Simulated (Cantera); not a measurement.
Mixture: H2 : O2 : N2 = 1 : 1.14 : 4.27 (molar parts), equivalence ratio 0.44, at 10.0 bar, adiabatic and at constant volume. Ignition delay is the time to a rise of 400 K.

Computed with Cantera and the H2/O2 subset of GRI-Mech 3.0, which has no nitrogen chemistry. The hydrogen kinetics of GRI-Mech 3.0 are dated; newer H2 mechanisms differ, most at raised pressure. Where the delays flatten at high temperature, the 400 K rule measures the pace of heat release, not the induction time.

Task: What does this change do: pressure from 10.0 bar to 0.950 bar?

Result: 
| quantity | before | after |
|---|---|---|
| delay at 1200 K | 70.6 µs | 52.2 µs |
| delay at 1400 K | 2.51 µs | 26.6 µs |
| delay at 1600 K | 1.17 µs | 21.8 µs |
| delay at 1800 K | 0.775 µs | 24.2 µs |
| delay at 2000 K | 0.645 µs | 31.1 µs |

Task: What does this change do: O2 1.14 to 0.59 parts?

Result: 
| quantity | before | after |
|---|---|---|
| delay at 1200 K | 70.6 µs | 78.6 µs |
| delay at 1400 K | 2.51 µs | 3.56 µs |
| delay at 1600 K | 1.17 µs | 1.67 µs |
| delay at 1800 K | 0.775 µs | 1.11 µs |
| delay at 2000 K | 0.645 µs | 0.928 µs |
